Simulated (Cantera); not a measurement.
Input: 1 mol CH3F, 0.1 mol HCl, 0.52 mol H2, 0.1 mol F2, at 3425 K and 1330 Pa.

Method: chemical equilibrium by Gibbs-energy minimisation in Cantera with the NASA 1993 tables (ideal gas, pure condensed phases). Candidate condensed phases: C, C6H6, C7H8, C8H18; 118 gas species. Rates play no part.

Base state: H 0.617, HF 0.174, F 0.0635, C 0.0418, C3 0.0396, H2 0.0206, Cl 0.0193, C2 0.0137 (mole fractions); condensed: gas only.

### Question
What changes in the equilibrium state with this change: CH3F replaced by c-C4F8?

### Answer
```json
[
 {"species": "F", "before": "0.0635", "after": "0.659"},
 {"species": "HF", "before": "0.174", "after": "0.0840"},
 {"species": "C3", "before": "0.0396", "after": "0.0765"},
 {"species": "H", "before": "0.617", "after": "0.0286"},
 {"species": "H2", "before": "0.0206", "after": "4.44e-5"},
 {"species": "CF", "before": "0.00504", "after": "0.0652"},
 {"species": "Cl", "before": "0.0193", "after": "0.00989"},
 {"species": "C2", "before": "0.0137", "after": "0.0212"},
 {"species": "C", "before": "0.0418", "after": "0.0520"},
 {"species": "C2H2 (acetylene)", "before": "0.000385", "after": "1.28e-6"},
 {"species": "CF2", "before": "1.65e-5", "after": "0.00221"}
]
```
The feed counts by its element totals alone.
